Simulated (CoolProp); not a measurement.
A single-stage vapour-compression cycle with the fluid: evaporating at 309.15 K (dew point), condensing at 363.15 K (bubble point), superheat 2 K, subcooling 0 K, compressor efficiency 0.75, no pressure losses. The same conditions are run with several fluids, on thermodynamics alone (safety and materials aside).

The numbers come from the reference Helmholtz-energy equation of state of each fluid (benzene: Thol 2012; R245fa: Akasaka 2015; R134a: Tillner-Roth 1994; R245ca: Zhou 2016; vinyl chloride: Thol 2022; trans-2-butene: Lemmon 2005) in CoolProp.

```
fluid           cooling COP  pressure ratio  discharge temperature (K)  refrigerating effect (kJ/kg)  volumetric capacity (kJ/m³)
--------------  -----------  --------------  -------------------------  ----------------------------  ---------------------------
benzene                3.68            6.60                      385.4                           328                          207
R245fa                 3.03            4.59                      363.4                           109                         1340
R134a                  2.29            3.56                      376.7                          76.9                         3390
R245ca                 3.14            4.87                      363.1                           121                          998
vinyl chloride         3.36            3.52                      396.4                           225                         3240
trans-2-butene         3.15            3.77                      369.0                           234                         1830
```

The compression ends wet for: R245ca.
